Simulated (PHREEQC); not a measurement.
# Brine

Consider water at 25 °C with 187 mmol/kgw Na2CO3, 1.9 mmol/kgw NaHCO3 and 0.037 mmol/kgw NaCl. Closed to the air; pH follows from the charge balance.

The numbers come from PHREEQC with the ion-association model, phreeqc.dat.

```yaml
pH: 11.19
ionic_strength: 0.352 mol/kgw
activity_of_water: 0.992
specific_conductance: 18700 µS/cm
density: 1.017 g/cm³
total_alkalinity: 376 meq/kg
```

| species | molality | activity | log γ |
|---|---|---|---|
| Na+ | 0.272 | 0.197 | -0.140 |
| NaCO3- | 0.104 | 0.0760 | -0.136 |
| CO3-2 | 0.0806 | 0.0207 | -0.590 |
| HCO3- | 0.00398 | 0.00283 | -0.147 |
| OH- | 0.00237 | 0.00157 | -0.180 |
| NaHCO3 | 0.000289 | 0.000314 | 0.035 |

This is a speciation only: nothing precipitates in the calculation. Species that the database lacks are ignored.
